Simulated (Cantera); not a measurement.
# MgCO₃ + SO₃ + CO₂ (roasting and sulfation)

A closed system holds: 1 mol MgCO₃, 0.79 mol SO₃, 0.044 mol CO₂, equilibrated at 10.0 Torr.

Method: chemical equilibrium by Gibbs-energy minimisation in Cantera with the NASA 1993 tables (ideal gas, pure condensed phases). Candidate condensed phases: C, Mg, MgCO₃, MgO, MgS, MgSO₄, S; 26 gas species. Mutual solubility and eutectic melting of coexisting phases are not modelled. Rates play no part.

From 552 °C to 802 °C the condensed part is MgO(s) + MgSO₄(s). From 852 °C to 1052 °C the condensed part is MgO(s).

```csv
T (°C),log p CO₂,log p SO₂,log p O₂,log p SO₃,n MgO(s),n MgSO₄(s)
552,-1.88,-6.39,-6.69,-8.39,0.210,0.790
602,-1.88,-5.47,-5.78,-7.37,0.210,0.790
652,-1.88,-4.66,-4.96,-6.47,0.212,0.788
702,-1.88,-3.93,-4.24,-5.66,0.219,0.781
752,-1.90,-3.28,-3.58,-4.94,0.255,0.745
802,-1.99,-2.69,-2.99,-4.28,0.424,0.576
852,-2.20,-2.33,-2.63,-3.96,1.00,0
902,-2.20,-2.33,-2.63,-4.15,1.00,0
952,-2.20,-2.33,-2.63,-4.32,1.00,0
1002,-2.20,-2.33,-2.63,-4.48,1.00,0
1052,-2.20,-2.33,-2.63,-4.63,1.00,0
```
log p: log10 of the partial pressure in bar; n: condensed amount in mol.
